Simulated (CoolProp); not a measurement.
Saturation properties of octamethylcyclotetrasiloxane (D4) (Tc = 313.4 °C, pc = 1347 kPa, ω = 0.598).

The numbers come from the reference Helmholtz-energy equation of state, Thol 2015 in CoolProp.

| T (°C) | p (kPa) | liquid density (kg/m³) | enthalpy of vaporisation (kJ/kg) | surface tension (mN/m) |
|---|---|---|---|---|
| 123.25 | 21.16 | 834.6 | 150.4 | 10.9 |
| 148.45 | 47.81 | 802.4 | 141.3 | 9.18 |
| 173.65 | 96.06 | 768.3 | 131.7 | 7.52 |
| 198.85 | 175.8 | 731.7 | 121.3 | 5.91 |
| 224.05 | 298.9 | 691.2 | 109.7 | 4.38 |
| 249.25 | 479.4 | 644.6 | 96.08 | 2.93 |
| 274.45 | 735.0 | 586.8 | 78.89 | 1.61 |
| 299.65 | 1092 | 498.9 | 52.62 | 0.456 |

It boils at 175.7 °C under 1 atm.

Surface tension comes from a separate correlation (Mulero 2014), older than this fluid's equation and unchecked against measurements.
